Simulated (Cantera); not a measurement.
Input (Python, Cantera):

```python
import numpy as np
import cantera as ct

gas = ct.Solution("h2o2.yaml")
gas.TPX = 1125, 1500, {'H2': 0.026, 'O2': 1}
reactor = ct.IdealGasConstPressureReactor(gas, energy="off", clone=False)
net = ct.ReactorNet([reactor])
net.rtol, net.atol = 1e-08, 1e-18
show = ['H2', 'O2', 'H', 'OH', 'O', 'H2O2', 'H2O']
times = np.geomspace(4e-06, 1, 15)

steps = ct.SolutionArray(gas, extra=["t"])
rows = []
print(f"{'t/s':>10s}{'T/K':>9s}{'P/Pa':>11s}" + "".join(f"{s:>11s}" for s in show))
for t in times:
    while net.time < t:
        t_next = net.step()
        steps.append(gas.state, t=t_next)
    rows.append([np.interp(t, steps.t, y) for y in (steps.T, steps.P, *steps(*show).X.T)])
    print(f"{t:10.3e}{rows[-1][0]:9.1f}{rows[-1][1]:11.4g}" + "".join(f"{x:11.3e}" for x in rows[-1][2:]))
rate = np.gradient(steps.T, steps.t)
print("integrator steps:", len(steps.t))
if steps.T.max() > steps.T[0] + 200:
    print(f"time of steepest temperature rise: {steps.t[rate.argmax()]:.4e} s")
gas.TPX = 1125, 1500, {'H2': 0.026, 'O2': 1}
gas.equilibrate("TP")
print(f"equilibrium (TP): T = {gas.T:.1f} K  " + "  ".join(f"{s} {gas[s].X[0]:.3e}" for s in show))
```

It prints:

```
       t/s      T/K       P/Pa         H2         O2          H         OH          O       H2O2        H2O
 4.000e-06   1125.0       1500  2.534e-02  9.747e-01  2.166e-11  7.919e-13  7.965e-13  5.171e-17  8.159e-15
 9.719e-06   1125.0       1500  2.534e-02  9.747e-01  5.009e-11  4.482e-12  4.547e-12  3.062e-16  1.140e-13
 2.362e-05   1125.0       1500  2.534e-02  9.747e-01  1.093e-10  2.383e-11  2.467e-11  1.804e-15  1.503e-12
 5.738e-05   1125.0       1500  2.534e-02  9.747e-01  2.167e-10  1.131e-10  1.230e-10  1.065e-14  1.819e-11
 1.394e-04   1125.0       1500  2.534e-02  9.747e-01  4.159e-10  4.587e-10  5.546e-10  6.291e-14  1.908e-10
 3.388e-04   1125.0       1500  2.534e-02  9.747e-01  1.079e-09  1.868e-09  2.656e-09  3.720e-13  1.849e-09
 8.231e-04   1125.0       1500  2.534e-02  9.747e-01  7.067e-09  1.456e-08  2.320e-08  2.213e-12  2.580e-08
 2.000e-03   1125.0       1500  2.534e-02  9.747e-01  5.173e-07  1.095e-06  1.782e-06  1.666e-11  2.300e-06
 4.860e-03   1125.0       1500  9.337e-03  9.625e-01  3.449e-03  3.114e-03  8.908e-03  2.633e-07  1.273e-02
 1.181e-02   1125.0       1500  2.386e-04  9.569e-01  2.276e-03  1.381e-03  1.582e-02  5.421e-08  2.334e-02
 2.869e-02   1125.0       1500  1.607e-04  9.625e-01  1.276e-03  1.137e-03  1.083e-02  5.385e-08  2.412e-02
 6.971e-02   1125.0       1500  7.767e-05  9.686e-01  4.201e-04  7.904e-04  5.167e-03  5.257e-08  2.490e-02
 1.694e-01   1125.0       1500  2.406e-05  9.725e-01  7.232e-05  4.411e-04  1.600e-03  4.506e-08  2.536e-02
 4.116e-01   1125.0       1500  5.407e-06  9.739e-01  7.861e-06  2.110e-04  3.642e-04  3.053e-08  2.554e-02
 1.000e+00   1125.0       1500  1.104e-06  9.742e-01  7.454e-07  9.644e-05  7.558e-05  1.571e-08  2.561e-02
integrator steps: 1327
equilibrium (TP): T = 1125.0 K  H2 5.151e-10  O2 9.743e-01  H 8.289e-12  OH 2.151e-06  O 3.744e-08  H2O2 3.635e-11  H2O 2.567e-02
```

Cantera simulation using the H2/O2 subset of GRI-Mech 3.0, which has no nitrogen chemistry; the numbers are that mechanism's predictions, not measurements. Radical loss at walls, strong at low pressure, is not modelled.
